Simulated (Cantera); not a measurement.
An isothermal, constant-pressure homogeneous reactor starts with CH4 : O2 : N2 = 0.0098 : 0.0092 : 1 (molar parts), at 1450 K and 5.00 bar. Integrator tolerance rtol = 1e-08.

Cantera simulation using GRI-Mech 3.0 (53 species, 325 reactions); the numbers are that mechanism's predictions, not measurements.

### Question
What does this change do: N2 1 to 0.21 parts?

### Answer
```csv
quantity,before,after
x(CH4) at 100 s,0.000323 (gas-phase equilibrium 4.54e-10),0.00183 (gas-phase equilibrium 3.61e-8)
x(O2) at 100 s,<1e-12 (gas-phase equilibrium <1e-12),<1e-12 (gas-phase equilibrium <1e-12)
x(CO2) at 100 s,0.00192 (gas-phase equilibrium 0.00174),0.00820 (gas-phase equilibrium 0.00749)
x(HCO) at 100 s,2.96e-11 (gas-phase equilibrium 3.66e-11),2.76e-10 (gas-phase equilibrium 3.26e-10)
x(CH2) at 100 s,1.30e-11 (gas-phase equilibrium <1e-12),1.36e-11 (gas-phase equilibrium <1e-12)
x(NO) at 100 s,2.37e-10 (gas-phase equilibrium 5.25e-10),1.58e-11 (gas-phase equilibrium 4.99e-10)
x(CO) at 100 s,0.00671 (gas-phase equilibrium 0.00778),0.0302 (gas-phase equilibrium 0.0334)
```
The temperature is held fixed by assumption; the heat of reaction is taken as removed at once.
